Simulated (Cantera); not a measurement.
Moist CO burnout

A perfectly stirred reactor is fed with 0.561 % CO, 2.03 % O₂, 0.696 % H₂O, 96.7 % N₂, equivalence ratio 0.14, at 390000 Pa; it is held at 1475 K, and followed from long to short residence time.

Detailed kinetics in Cantera: GRI-Mech 3.0 (53 species, 325 reactions).

```json
[
 {"τ (s)": "0.97", "x CO": "2.40e-5", "x O₂": "0.0176", "x H₂O": "0.00697", "x HO₂": "1.26e-7", "x NO": "1.04e-6", "x CO₂": "0.00560"},
 {"τ (s)": "0.57", "x CO": "3.49e-5", "x O₂": "0.0176", "x H₂O": "0.00697", "x HO₂": "1.79e-7", "x NO": "1.10e-6", "x CO₂": "0.00559"},
 {"τ (s)": "0.33", "x CO": "5.11e-5", "x O₂": "0.0176", "x H₂O": "0.00697", "x HO₂": "2.55e-7", "x NO": "1.18e-6", "x CO₂": "0.00557"},
 {"τ (s)": "0.20", "x CO": "7.24e-5", "x O₂": "0.0176", "x H₂O": "0.00696", "x HO₂": "3.52e-7", "x NO": "1.24e-6", "x CO₂": "0.00555"},
 {"τ (s)": "0.11", "x CO": "0.000110", "x O₂": "0.0176", "x H₂O": "0.00696", "x HO₂": "5.13e-7", "x NO": "1.29e-6", "x CO₂": "0.00552"},
 {"τ (s)": "0.067", "x CO": "0.000154", "x O₂": "0.0176", "x H₂O": "0.00695", "x HO₂": "6.95e-7", "x NO": "1.29e-6", "x CO₂": "0.00547"},
 {"τ (s)": "0.039", "x CO": "0.000223", "x O₂": "0.0176", "x H₂O": "0.00695", "x HO₂": "9.56e-7", "x NO": "1.24e-6", "x CO₂": "0.00540"},
 {"τ (s)": "0.023", "x CO": "0.000318", "x O₂": "0.0177", "x H₂O": "0.00694", "x HO₂": "1.29e-6", "x NO": "1.14e-6", "x CO₂": "0.00531"},
 {"τ (s)": "0.013", "x CO": "0.000464", "x O₂": "0.0177", "x H₂O": "0.00693", "x HO₂": "1.74e-6", "x NO": "9.86e-7", "x CO₂": "0.00516"},
 {"τ (s)": "0.0079", "x CO": "0.000640", "x O₂": "0.0178", "x H₂O": "0.00692", "x HO₂": "2.23e-6", "x NO": "8.36e-7", "x CO₂": "0.00498"}
]
```
x: mole fraction; the columns are a selection and need not sum to one.
